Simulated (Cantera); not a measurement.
A closed system holds: 1 mol Al, 9.8 mol HCl, held at 973.15 K and 1.00 bar.

Equilibrium computed with Cantera from the NASA thermochemical tables; the gas is ideal and each condensed phase is pure. Candidate condensed phases: Al, AlCl3; 12 gas species. Equilibrium is a limit: real reactors are often held back by kinetics, nucleation or transport.

Base state: HCl 0.732, H2 0.162, AlCl3 0.105, Al2Cl6 0.00159 (mole fractions); condensed: gas only.

Q: What changes in the equilibrium state with this change: temperature from 973.15 K to 800 K?

A: 
| species | before | after |
|---|---|---|
| HCl | 0.732 | 0.744 |
| H2 | 0.162 | 0.164 |
| AlCl3 | 0.105 | 0.0734 |
| Al2Cl6 | 0.00159 | 0.0180 |

Q: What changes in the equilibrium state with this change: pressure from 1.00 bar to 0.000240 bar?

A: 
| species | before | after |
|---|---|---|
| HCl | 0.732 | 0.731 |
| H2 | 0.162 | 0.161 |
| AlCl3 | 0.105 | 0.108 |
| Al2Cl6 | 0.00159 | 4.05e-7 |
